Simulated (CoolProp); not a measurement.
The fluid at 473.86 K and 0.397 MPa (liquid) is heated at constant pressure to 496.1 K. The same conditions are run with several fluids, on thermodynamics alone (safety and materials aside).

Values from CoolProp's reference Helmholtz-energy equation of state of each fluid (octamethylcyclotetrasiloxane (D4): Thol 2015; tetradecamethylhexasiloxane (MD4M): Thol 2019; decamethyltetrasiloxane (MD2M): Thol 2017; dodecamethylcyclohexasiloxane (D6): Colonna 2008; propylene glycol: Eisenbach 2021).

| fluid | heat (kJ/kg) | final density (kg/m³) |
|---|---|---|
| octamethylcyclotetrasiloxane (D4) | (withheld) | (withheld) |
| tetradecamethylhexasiloxane (MD4M) | 46.8 | 686 |
| decamethyltetrasiloxane (MD2M) | (withheld) | (withheld) |
| dodecamethylcyclohexasiloxane (D6) | 43.4 | (withheld) |
| propylene glycol | (withheld) | 855 |

Question: Fill in the missing entries.

Answer: 
- octamethylcyclotetrasiloxane (D4), heat (kJ/kg): 46.5
- octamethylcyclotetrasiloxane (D4), final density (kg/m³): 694
- decamethyltetrasiloxane (MD2M), heat (kJ/kg): 47.8
- decamethyltetrasiloxane (MD2M), final density (kg/m³): 631
- dodecamethylcyclohexasiloxane (D6), final density (kg/m³): 739
- propylene glycol, heat (kJ/kg): 77.9
